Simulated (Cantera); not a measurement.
Input: 1 mol MgO, 3.2 mol CO, 4.5 mol H2, equilibrated at 2525 K and 0.0370 bar.

Equilibrium computed with Cantera from the NASA thermochemical tables; the gas is ideal and each condensed phase is pure. Candidate condensed phases: C, C6H6, C7H8, C8H18, H2O, Mg, MgCO3, MgO, Mg(OH)2; 116 gas species. The tables' values for MgH are old estimates; treat these amounts as uncertain. Equilibrium is a limit: real reactors are often held back by kinetics, nucleation or transport.

Problem. What is the equilibrium state?

Solution. 
| Quantity | Value |
|---|---|
| x(H2) | 0.358 |
| x(CO) | 0.337 |
| x(Mg) | 0.108 |
| x(H2O) | 0.0893 |
| x(H) | 0.0871 |
| x(CO2) | 0.0134 |
| x(OH) | 0.00464 |
| x(MgOH) | 0.000949 |
| x(O) | 0.000741 |
| gas amount | 9.120 mol |
| log10 activity of Mg(l) (absent) | -4.54 |
| log10 activity of C(graphite) (absent) | -5.94 |
